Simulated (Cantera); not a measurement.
An isothermal, constant-pressure homogeneous reactor starts with NH3 : H2 = 1 : 1.8 (molar parts), at 1550 K and 0.0148 atm.

Cantera simulation using the gas-phase N/H chemistry of the illustrative SiF4/NH3 mechanism in the Surface Chemkin manual (1991); the numbers are that mechanism's predictions, not measurements. Walls and surfaces, which speed up NH3 decomposition in real reactors, are not modelled.

Question: Predict: x(NH3) at 200 s; x(H2) at 200 s; x(N2H4) at 200 s; x(N2H2) at 200 s; x(NH) at 200 s.

Answer: 
```
Property                                            Result
----------------  ----------------------------------------
x(NH3) at 200 s      0.228 (gas-phase equilibrium 2.32e-7)
x(H2) at 200 s         0.724 (gas-phase equilibrium 0.868)
x(N2H4) at 200 s    1.49e-9 (gas-phase equilibrium <1e-12)
x(N2H2) at 200 s    1.52e-7 (gas-phase equilibrium <1e-12)
x(NH) at 200 s    2.91e-7 (gas-phase equilibrium 3.48e-12)
```
